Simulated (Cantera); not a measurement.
Input: 1 mol SiH4, 0.2 mol Cl2, 100 mol N2, equilibrated at 0.700 bar.

Equilibrium computed with Cantera from the NASA thermochemical tables; the gas is ideal and each condensed phase is pure. Candidate condensed phases: NH4Cl, Si, Si3N4; 28 gas species. N2 is the only nitrogen source here; it is nearly inert below about 1500 K, so the nitride shown seldom forms there in practice. Kinetics and transport are ignored. All values below are at 1275 K.

Base state: N2 0.978, H2 0.0177, HCl 0.00394 (mole fractions); condensed: Si3N4(s).

Problem. What changes in the equilibrium state with this change: Cl2 from 0.2 to 0.021 mol?

Solution. 
```tsv
species	before	after
N2	0.978	0.980
H2	0.0177	0.0195
HCl	0.00394	0.000414
Si3N4(s), mol	0.333	0.333
```
